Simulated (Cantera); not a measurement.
Cantera with NASA thermochemical tables; ideal gases at 1 bar, condensed phases pure. Values are per mole of reaction as written; species without (g) are pure solids or liquids, kept so even where they would boil at 1 bar.

NH3(g) + Li2O = 3 H(g) + NO(g) + 2 Li(g)

| T (K) | ΔH° (kJ) | ΔS° (J/K) | ΔG° (kJ) | log10 K | condensed phases |
|---|---|---|---|---|---|
| 300 | [?] | [?] | [?] | [?] | Li2O(s) |
| 2075 | [?] | [?] | [?] | [?] | Li2O(l) |
| 2125 | 1634.9 | 578.3 | 406.0 | -9.98 | Li2O(l) |
| 2175 | [?] | [?] | [?] | [?] | Li2O(l) |
| 2225 | 1631.6 | 576.8 | 348.2 | -8.17 | Li2O(l) |
| 2275 | 1630.0 | 576.1 | 319.4 | -7.33 | Li2O(l) |
| 2325 | 1628.3 | 575.3 | 290.6 | -6.53 | Li2O(l) |
| 2375 | 1626.6 | 574.6 | 261.8 | -5.76 | Li2O(l) |

Question: Complete the blanks.

Answer: 
- 300, ΔH° (kJ): 1708.6
- 300, ΔS° (J/K): 602.0
- 300, ΔG° (kJ): 1528.0
- 300, log10 K: -266.04
- 2075, ΔH° (kJ): 1636.5
- 2075, ΔS° (J/K): 579.1
- 2075, ΔG° (kJ): 434.9
- 2075, log10 K: -10.95
- 2175, ΔH° (kJ): 1633.3
- 2175, ΔS° (J/K): 577.6
- 2175, ΔG° (kJ): 377.1
- 2175, log10 K: -9.06
